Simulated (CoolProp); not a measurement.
The fluid at 353.03 K and 1.27 MPa is throttled through a valve to 0.659 MPa with no heat exchange. The same conditions are run with several fluids, on thermodynamics alone (safety and materials aside).

The numbers come from the reference Helmholtz-energy equation of state of each fluid (R115: Lemmon 2016; carbonyl sulfide: Lemmon 2006; R134a: Tillner-Roth 1994; chlorine: Thol 2021; propane: Lemmon 2009) in CoolProp.

```tsv
fluid	temperature change (K)	final density (kg/m³)
R115	-6.2	38.3
carbonyl sulfide	-8.8	14.5
R134a	-8.6	25.6
chlorine	-12.7	17.5
propane	-7.2	10.9
```
